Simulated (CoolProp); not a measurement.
Isopentane along the isobar 12 MPa: density (kg/m³) from the reference equation and from simpler models built on Tc = 460.3 K, pc = 3.378 MPa, ω = 0.227; each cubic takes its own stable root.

The numbers come from the reference Helmholtz-energy equation of state, Lemmon 2006 in CoolProp. It is a short technical equation, of lower accuracy than the large ones.

```
T (K)   phase  reference
-----  ------  ---------
190    liquid      723.2
207.1  liquid      708.6
224.1  liquid      694.2
241.2  liquid      679.6
258.2  liquid      665.1
275.3  liquid      650.3
292.3  liquid      635.4
309.4  liquid      620.1
326.4  liquid      604.6
343.4  liquid      588.5
360.5  liquid      571.9
377.5  liquid      554.7
394.6  liquid      536.6
411.6  liquid      517.8
```

Question: How far does each simpler model (van der Waals, Soave-Redlich-Kwong) lie from the reference over these 14 states: mean and median of the absolute difference, and the worst?

Answer: 
- van der Waals: mean 34.9 %, median 35.2 %, worst -37.9 % at 190 K and 12 MPa
- Soave-Redlich-Kwong: mean 6.5 %, median 6.3 %, worst -8.2 % at 190 K and 12 MPa
